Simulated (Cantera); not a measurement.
What does this Cantera script print?

```python
import numpy as np
import cantera as ct

gas_names = """
    C CN CO CO2 C2 CCN CNC C2N2 C2O C3 C3O2 C4 C4N2 C5 N NCO NO NO2 NO3 N2 N2O O O2 O3 Pb PbO Pb2
""".split()
cond_names = """
    C(gr) Pb(cr) Pb(L) PbO(rd) PbO(yw) PbO(L) PbO2(s) Pb3O4(s)
""".split()


# ... load() reads the species with a 1 bar reference pressure and builds the phases ...
atoms = {
    'Pb': {'Pb': 1},
    'CO': {'C': 1, 'O': 1},
    'N2': {'N': 2},
}
top_T = {'C(gr)': 4500, 'Pb3O4(s)': 820}  # K; cautious upper limits of use, not melting points


# ... equilibrate(T, P, feed) seeds the gas with the atoms and calls Mixture.equilibrate('TP', solver="vcs", rtol=1e-11, max_steps=5000) ...
results = []
feed = {'Pb': 1, 'CO': 0.57, 'N2': 1.6}  # mol
T = 1075  # K
P = 13332.2  # Pa
mix = equilibrate(T, P, feed)
results.append((T, P, feed, dict(zip(mix.species_names, mix.species_moles))))
print(gas.report(threshold=1e-06))
for i in range(1, mix.n_phases):
    print(f"{mix.phase(i).name:16s} {mix.phase_moles(i):12.5e} mol")
```

It prints:

```
       temperature   1075 K
          pressure   13332 Pa
           density   0.041966 kg/m^3
  mean mol. weight   28.135 kg/kmol
   phase of matter   gas

                          1 kg             1 kmol
                     ---------------   ---------------
          enthalpy       -1.8278e+05       -5.1426e+06  J
   internal energy       -5.0047e+05       -1.4081e+07  J
           entropy            9024.2        2.5389e+05  J/K
    Gibbs function       -9.8838e+06       -2.7808e+08  J
 heat capacity c_p            1180.1             33202  J/K
 heat capacity c_v            884.58             24888  J/K

                      mass frac. Y      mole frac. X     chem. pot. / RT
                     ---------------   ---------------   ---------------
                CO           0.25923           0.26039           -41.519
               CO2         0.0019218         0.0012286           -81.411
                N2           0.73465           0.73781           -27.371
                Pb         0.0041949         0.0005696           -10.139
     [  +23 minor]        7.4872e-08        5.0923e-09

C(gr)             2.66430e-03 mol
Pb(L)             9.98765e-01 mol
PbO(yw)           0.00000e+00 mol
PbO2(s)           0.00000e+00 mol
```

Equilibrium computed with Cantera from the NASA thermochemical tables; the gas is ideal and each condensed phase is pure.
